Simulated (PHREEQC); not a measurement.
Solution (20 °C): 0.22 mol/kgw NaOH, 2.4e-05 mol/kgw H4SiO4 and 0.00055 mol/kgw K2CO3. Closed to the air; pH follows from the charge balance.

Computed with PHREEQC (ion-association model, phreeqc.dat).

This is a speciation only: nothing precipitates in the calculation.

### Question
Predict the pH.

### Answer
pH 13.36.

### Question
In which forms is C present?

### Answer
CO3-2 51 %, NaCO3- 49 % of the C.
